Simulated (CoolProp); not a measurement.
Vapour-liquid equilibrium of propylene (1) + n-heptane (2) at 0.73 bar; x and y are mole fractions of (1).

Model: multi-fluid Helmholtz-energy mixture model, Lemmon 2013 and Span 2003; pair parameters Bell 2016, in CoolProp.

**Question.** Give the bubble temperature and the first vapour's composition at x = 0.25, 0.55, 0.65. Is there an azeotrope?

**Answer.** x = 0.25: 245.5 K, y = 0.998; x = 0.55: 227.2 K, y = 1.000; x = 0.65: 224.9 K, y = 1.000. No azeotrope shows between x = 0.05 and 0.95.

The pair parameters rest on a limited set of measurements; away from them the model extrapolates. The gap from Raoult's law changes sign with composition, which may be real or a fault of the pair parameters; it wasn't checked against measurements.
